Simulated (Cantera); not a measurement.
What does this Cantera script print?

```python
import numpy as np
import cantera as ct

gas = ct.Solution("gri30.yaml", transport_model="mixture-averaged")
show = ['NH3', 'N2', 'CH4']

rows = []
print(f"{'T/K':>7s}{'rho':>11s}{'cp':>10s}{'mu':>11s}{'lambda':>11s}{'Pr':>7s}" + "".join(f"{'D_' + s:>11s}" for s in show))
for T in [400, 500, 600, 700, 800, 900, 1000, 1100]:
    gas.TPX = T, 600, {'N2O': 0.4}
    Pr = gas.cp_mass * gas.viscosity / gas.thermal_conductivity
    D = [gas.mix_diff_coeffs_mole[gas.species_index(s)] for s in show]
    rows.append([gas.density, gas.cp_mass, gas.viscosity, gas.thermal_conductivity, Pr, *D])
    print(f"{T:7g}{gas.density:11.4e}{gas.cp_mass:10.1f}{gas.viscosity:11.4e}"
          f"{gas.thermal_conductivity:11.4e}{Pr:7.3f}" + "".join(f"{d:11.4e}" for d in D))
print("SI units: kg/m3, J/kg/K, Pa s, W/m/K, m2/s")
```

Result:

```
    T/K        rho        cp         mu     lambda     Pr      D_NH3       D_N2      D_CH4
    400 7.9403e-03     970.3 1.9459e-05 2.5465e-02  0.741 4.7632e-03 4.4526e-03 4.9092e-03
    500 6.3523e-03    1042.5 2.3570e-05 3.3205e-02  0.740 7.3309e-03 6.6091e-03 7.3392e-03
    600 5.2935e-03    1101.3 2.7324e-05 4.0717e-02  0.739 1.0342e-02 9.0775e-03 1.0129e-02
    700 4.5373e-03    1150.2 3.0799e-05 4.7945e-02  0.739 1.3759e-02 1.1835e-02 1.3253e-02
    800 3.9702e-03    1191.6 3.4048e-05 5.4884e-02  0.739 1.7551e-02 1.4866e-02 1.6688e-02
    900 3.5290e-03    1226.6 3.7113e-05 6.1547e-02  0.740 2.1695e-02 1.8154e-02 2.0419e-02
   1000 3.1761e-03    1254.7 4.0022e-05 6.7953e-02  0.739 2.6170e-02 2.1690e-02 2.4432e-02
   1100 2.8874e-03    1275.5 4.2800e-05 7.4122e-02  0.736 3.0960e-02 2.5463e-02 2.8715e-02
SI units: kg/m3, J/kg/K, Pa s, W/m/K, m2/s
```

Detailed kinetics in Cantera: GRI-Mech 3.0 (53 species, 325 reactions). The composition is frozen, though it would react at the higher temperatures.
